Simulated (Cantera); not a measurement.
A closed system holds: 1 mol SiH4, 0.11 mol CO2, 1.2 mol N2, at 4.30 mbar.

Cantera equilibrium calculation (NASA polynomials, part measured and part estimated; ideal gas, pure solids and liquids). Candidate condensed phases: C, C6H6, C7H8, C8H18, H2O, Si, SiC, SiO2, Si2N2O, Si3N4; 151 gas species. N2 is the only nitrogen source here; it is nearly inert below about 1500 K, so the nitride shown seldom forms there in practice. Mutual solubility and eutectic melting of coexisting phases are not modelled. Rates play no part. All values below are at 877 °C.

Base state: H2 0.767, N2 0.233, CH4 5.92e-5, HCN 1.77e-5 (mole fractions); condensed: C(graphite) + Si2N2O(s) + Si3N4(s).

Question: What changes in the equilibrium state with this change: CO2 from 0.11 to 4.4 mol?

Answer: 
| species | before | after |
|---|---|---|
| CO | 6.84e-7 | 0.369 |
| CO2 | <1e-9 | 0.210 |
| N2 | 0.233 | 0.158 |
| H2 | 0.767 | 0.157 |
| H2O | <1e-9 | 0.106 |
| CH4 | 5.92e-5 | <1e-9 |
| HCN | 1.77e-5 | <1e-9 |
| C(graphite), mol | 0.110 | 0 |
| Si2N2O(s), mol | 0.220 | 0 |
| Si3N4(s), mol | 0.187 | 0 |
| SiO2(β-quartz), mol | 0 | 1.00 |
The tables hold silica as quartz up to 1696 K and as liquid above; real silica turns to tridymite and cristobalite and melts near 1996 K.

Question: What changes in the equilibrium state with this change: SiH4 replaced by Si2H6?

Answer: 
```json
[
 {"species": "H2", "before": "0.767", "after": "0.996"},
 {"species": "N2", "before": "0.233", "after": "0.00441"},
 {"species": "CH4", "before": "5.92e-5", "after": "2.74e-5"},
 {"species": "HCN", "before": "1.77e-5", "after": "7.61e-7"},
 {"species": "C(graphite), mol", "before": "0.110", "after": "0"},
 {"species": "Si2N2O(s), mol", "before": "0.220", "after": "0.220"},
 {"species": "Si3N4(s), mol", "before": "0.187", "after": "0.483"},
 {"species": "SiC(s), mol", "before": "0", "after": "0.110"}
]
```
The feed counts by its element totals alone.
